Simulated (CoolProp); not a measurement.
A simple Rankine cycle with R134a: condensing at 307.15 K, boiler at 3.12 MPa, turbine inlet 401.2 K, turbine efficiency 0.6, pump efficiency 0.8, no recuperator. Each further row changes one setting.

Model: reference Helmholtz-energy equation of state, Tillner-Roth 1994, in CoolProp.

```json
[
 {"case": "as stated", "thermal efficiency (%)": "7.1", "net work (kJ/kg)": "17.1", "heat in (kJ/kg)": "240", "turbine exit temperature (K)": "359.6", "volume ratio over the turbine": "3.90"},
 {"case": "turbine inlet 421.2 K", "thermal efficiency (%)": "7.2", "net work (kJ/kg)": "19.0", "heat in (kJ/kg)": "266", "turbine exit temperature (K)": "382.3", "volume ratio over the turbine": "3.78"},
 {"case": "condensing temperature 299.15 K", "thermal efficiency (%)": "8.1", "net work (kJ/kg)": "20.4", "heat in (kJ/kg)": "252", "turbine exit temperature (K)": "353.9", "volume ratio over the turbine": "4.91"},
 {"case": "boiler pressure 2.18 MPa", "thermal efficiency (%)": "5.5", "net work (kJ/kg)": "13.8", "heat in (kJ/kg)": "252", "turbine exit temperature (K)": "374.3", "volume ratio over the turbine": "2.59"},
 {"case": "turbine efficiency 0.5", "thermal efficiency (%)": "5.7", "net work (kJ/kg)": "13.8", "heat in (kJ/kg)": "240", "turbine exit temperature (K)": "362.7", "volume ratio over the turbine": "3.94"}
]
```
